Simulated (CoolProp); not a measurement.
Properties of fluorine along the isobar 71.3 bar.

Computed with CoolProp (reference Helmholtz-energy equation of state, de Reuck 1990).

```tsv
T (°C)	phase	Z	cp (kJ/(kg K))	speed of sound (m/s)	isothermal compressibility (1/MPa)	fugacity coefficient
-195.45	liquid	0.2676	1.471	921.2	…	0.007208
-183.45	liquid	0.2440	1.493	816.0	0.001844	…
-171.35	liquid	0.2282	…	720.7	0.002708	…
-159.25	liquid	0.2189	1.614	622.8	0.004257	0.1643
-147.15	liquid	0.2166	1.768	515.0	0.007708	0.2886
-135.05	liquid	0.2262	2.199	386.2	0.01974	0.4417
-122.95	supercritical	0.2982	5.685	208.6	0.2191	0.6002
-110.85	supercritical	0.5944	2.337	192.4	0.2638	0.7022
-98.75	supercritical	0.7165	1.520	210.0	…	0.7659
-86.65	supercritical	0.7885	1.258	224.0	…	0.8128
-74.55	supercritical	0.8372	1.128	235.9	0.1656	0.8486
-62.55	supercritical	0.8720	…	246.2	0.1584	0.8765
-50.45	supercritical	0.8983	0.9984	255.7	0.1536	0.8989
```

Problem. Some entries are withheld; supply them.

Solution. 
- -195.45, isothermal compressibility (1/MPa): 0.001296
- -183.45, fugacity coefficient: 0.02850
- -171.35, cp (kJ/(kg K)): 1.537
- -171.35, fugacity coefficient: 0.07786
- -98.75, isothermal compressibility (1/MPa): 0.2006
- -86.65, isothermal compressibility (1/MPa): 0.1775
- -62.55, cp (kJ/(kg K)): 1.050

The peak of cp marks the crossing from liquid-like to gas-like fluid above the critical point.
